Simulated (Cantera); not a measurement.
Mixture: CH4 : O2 : N2 = 1 : 3.85 : 14.5 (molar parts), at 18.0 bar, adiabatic and at constant volume. Ignition delay is the time to a rise of 400 K.

Model: GRI-Mech 3.0 (53 species, 325 reactions), integrated in Cantera. The pressure lies above the range GRI-Mech 3.0 was tuned for (to about 10 atm).

Q: What does this change do: pressure from 18.0 bar to 37.0 bar?

A: 
| quantity | before | after |
|---|---|---|
| delay at 1175 K | 2.61 ms | 1.29 ms |
| delay at 1375 K | 0.271 ms | 0.136 ms |
| delay at 1575 K | 44.7 µs | 24.1 µs |
| delay at 1775 K | 10.3 µs | 5.81 µs |
| delay at 1975 K | 3.17 µs | 1.79 µs |
| apparent activation energy between 1875 and 2075 K | 170 kJ/mol | 170 kJ/mol |
